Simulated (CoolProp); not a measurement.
Vapour-liquid equilibrium of CH2F2 (R32) (1) + R152A (2) at 4.27 kPa; x and y are mole fractions of (1).

Model: multi-fluid Helmholtz-energy mixture model, Tillner-Roth 1997 and Outcalt 1996; pair parameters Bell 2016, in CoolProp.

| x | bubble temperature (°C) | y at the bubble point | dew temperature at overall composition x (°C) | liquid density (mol/L) |
|---|---|---|---|---|
| 0.05 | … | … | -78.4 | 17.27 |
| 0.15 | -84.6 | 0.510 | -79.5 | 17.99 |
| 0.25 | -87.7 | … | -80.7 | 18.73 |
| 0.35 | -90.1 | 0.764 | -82.1 | 19.49 |
| 0.45 | -92.0 | 0.830 | … | 20.28 |
| 0.55 | -93.6 | 0.879 | -85.4 | 21.13 |
| 0.65 | -95.0 | 0.916 | -87.3 | 22.02 |
| 0.75 | -96.2 | 0.945 | -89.7 | 22.97 |
| 0.85 | -97.3 | 0.970 | -92.6 | 24.00 |
| 0.95 | -98.3 | 0.991 | -96.4 | … |

Q: Some entries are withheld; supply them.

A: 
- 0.05, bubble temperature (°C): -80.5
- 0.05, y at the bubble point: 0.232
- 0.25, y at the bubble point: 0.666
- 0.45, dew temperature at overall composition x (°C): -83.6
- 0.95, liquid density (mol/L): 25.10

No azeotrope shows between x = 0.05 and 0.95.

The pair parameters rest on a limited set of measurements; away from them the model extrapolates.
